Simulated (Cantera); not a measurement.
Thermodynamics of chemical vapour transport, feed MgO + HI + N2

Input: 1 mol MgO, 0.02 mol HI, 0.056 mol N2, at 13.3 mbar.

Cantera equilibrium calculation (NASA polynomials, part measured and part estimated; ideal gas, pure solids and liquids). Candidate condensed phases: H2O, I2, Mg, MgI2, MgO, Mg(OH)2; 36 gas species. Equilibrium is a limit: real reactors are often held back by kinetics, nucleation or transport.

```json
[
 {"T (K)": "1048", "log p N2": "-2.03", "log p I": "-2.95", "log p HI": "-2.73", "log p H2": "-3.13", "log p I2": "-3.76", "n MgO(s)": "1.000"},
 {"T (K)": "1098", "log p N2": "-2.03", "log p I": "-2.85", "log p HI": "-2.79", "log p H2": "-3.08", "log p I2": "-3.90", "n MgO(s)": "1.000"},
 {"T (K)": "1148", "log p N2": "-2.04", "log p I": "-2.77", "log p HI": "-2.86", "log p H2": "-3.03", "log p I2": "-4.07", "n MgO(s)": "1.000"},
 {"T (K)": "1198", "log p N2": "-2.04", "log p I": "-2.71", "log p HI": "-2.94", "log p H2": "-2.99", "log p I2": "-4.24", "n MgO(s)": "1.000"},
 {"T (K)": "1248", "log p N2": "-2.04", "log p I": "-2.67", "log p HI": "-3.03", "log p H2": "-2.95", "log p I2": "-4.42", "n MgO(s)": "1.000"},
 {"T (K)": "1298", "log p N2": "-2.05", "log p I": "-2.63", "log p HI": "-3.12", "log p H2": "-2.93", "log p I2": "-4.61", "n MgO(s)": "1.000"},
 {"T (K)": "1348", "log p N2": "-2.05", "log p I": "-2.61", "log p HI": "-3.21", "log p H2": "-2.90", "log p I2": "-4.79", "n MgO(s)": "1.000"},
 {"T (K)": "1398", "log p N2": "-2.05", "log p I": "-2.59", "log p HI": "-3.30", "log p H2": "-2.89", "log p I2": "-4.96", "n MgO(s)": "1.000"},
 {"T (K)": "1448", "log p N2": "-2.05", "log p I": "-2.57", "log p HI": "-3.38", "log p H2": "-2.87", "log p I2": "-5.13", "n MgO(s)": "1.000"},
 {"T (K)": "1498", "log p N2": "-2.05", "log p I": "-2.56", "log p HI": "-3.47", "log p H2": "-2.86", "log p I2": "-5.30", "n MgO(s)": "1.000"},
 {"T (K)": "1548", "log p N2": "-2.06", "log p I": "-2.55", "log p HI": "-3.55", "log p H2": "-2.85", "log p I2": "-5.46", "n MgO(s)": "1.000"}
]
```
log p: log10 of the partial pressure in bar; n: condensed amount in mol.

From 1048 K to 1548 K the condensed part is MgO(s). The main Mg-bearing gas is MgI2 throughout.
